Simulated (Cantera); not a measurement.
**Thermodynamics of silicon etching in halogen gases, feed Si + HF + NF₃**

A closed system holds: 1 mol Si, 8.2 mol HF, a varied amount of NF₃, held at 775 °C and 0.0440 bar.

Cantera equilibrium calculation (NASA polynomials, part measured and part estimated; ideal gas, pure solids and liquids). Candidate condensed phases: Si, Si₃N₄; 37 gas species. The numbers say what is thermodynamically allowed, not how fast it happens.

From 0.64 mol NF₃ to 4.3 mol NF₃ nothing is condensed. The main Si-bearing gas is SiF₄ throughout.

| n(NF₃) (mol) | x HF | x F | x H₂ | x N₂ | x F₂ | x SiF₄ | x NF₃ |
|---|---|---|---|---|---|---|---|
| 0.64 | 0.722 | <1e-12 | 0.123 | 0.0377 | <1e-12 | 0.118 | <1e-12 |
| 1.2 | 0.812 | <1e-12 | 0.0208 | 0.0625 | <1e-12 | 0.104 | <1e-12 |
| 1.7 | 0.744 | 0.0776 | <1e-12 | 0.0771 | 0.0111 | 0.0907 | 2.84e-6 |
| 2.2 | 0.658 | 0.138 | <1e-12 | 0.0883 | 0.0351 | 0.0802 | 1.72e-5 |
| 2.7 | 0.593 | 0.179 | <1e-12 | 0.0976 | 0.0587 | 0.0723 | 3.91e-5 |
| 3.3 | 0.531 | 0.214 | <1e-12 | 0.107 | 0.0839 | 0.0647 | 7.00e-5 |
| 3.8 | 0.489 | 0.236 | <1e-12 | 0.113 | 0.102 | 0.0596 | 9.70e-5 |
| 4.3 | 0.453 | 0.254 | <1e-12 | 0.119 | 0.119 | 0.0553 | 0.000124 |
x: gas mole fraction; nothing condenses.
